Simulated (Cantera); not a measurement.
Feed: 1 mol Cu2O, 3.1 mol CO, equilibrated at 1 atm.

Equilibrium computed with Cantera from the NASA thermochemical tables; the gas is ideal and each condensed phase is pure. Candidate condensed phases: C, Cu, CuO, Cu2O; 15 gas species. Equilibrium is a limit: real reactors are often held back by kinetics, nucleation or transport.

x: gas mole fraction; n: condensed amount in mol.

| T (K) | x CO | x CO2 | x Cu | x Cu2 | n Cu(s) | n Cu(l) |
|---|---|---|---|---|---|---|
| 1098 | 0.677 | 0.323 | 5.50e-10 | <1e-12 | 2.00 | 0 |
| 1148 | 0.677 | 0.323 | 2.69e-9 | <1e-12 | 2.00 | 0 |
| 1198 | 0.677 | 0.323 | 1.15e-8 | <1e-12 | 2.00 | 0 |
| 1248 | 0.677 | 0.323 | [?] | [?] | 2.00 | 0 |
| 1298 | 0.677 | 0.323 | 1.49e-7 | 1.20e-11 | 2.00 | 0 |
| 1348 | 0.677 | 0.323 | 4.62e-7 | 5.95e-11 | 2.00 | 0 |
| 1398 | 0.677 | 0.323 | 1.28e-6 | 2.46e-10 | 0 | 2.00 |
| 1448 | 0.677 | 0.323 | [?] | [?] | 0 | 2.00 |
| 1498 | 0.677 | 0.323 | 7.85e-6 | 3.04e-9 | 0 | 2.00 |
| 1548 | 0.677 | 0.323 | 1.78e-5 | 9.39e-9 | 0 | 2.00 |

**Question.** Fill in the missing entries.

**Answer.** 
- 1248, x Cu: 4.35e-8
- 1248, x Cu2: 2.10e-12
- 1448, x Cu: 3.27e-6
- 1448, x Cu2: 9.05e-10
